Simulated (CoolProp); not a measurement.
Saturation properties of n-hexane (Tc = 234.7 °C, pc = 30.44 bar, ω = 0.300).

Values from CoolProp's reference Helmholtz-energy equation of state, Thol 2019.

```tsv
T (°C)	p (bar)	enthalpy of vaporisation (kJ/kg)	vapour Z	liquid viscosity (µPa s)	vapour viscosity (µPa s)
-13.45	0.02811	391.6	0.9965	452	5.46
3.55	0.07283	380.4	0.9928	372	5.81
20.55	0.1656	369.2	0.9867	311	6.16
37.65	0.3401	357.6	0.9775	264	6.50
54.65	0.6370	345.6	0.9647	226	6.84
71.65	1.110	332.9	0.9480	195	7.18
88.75	1.826	319.3	0.9265	169	7.54
105.75	2.848	304.8	0.9002	148	7.94
122.75	4.256	288.8	0.8686	129	8.44
139.85	6.147	271.1	0.8306	112	9.09
```

It boils at 68.7 °C under 1 atm.

Viscosity comes from a separate model (Michailidou 2013).
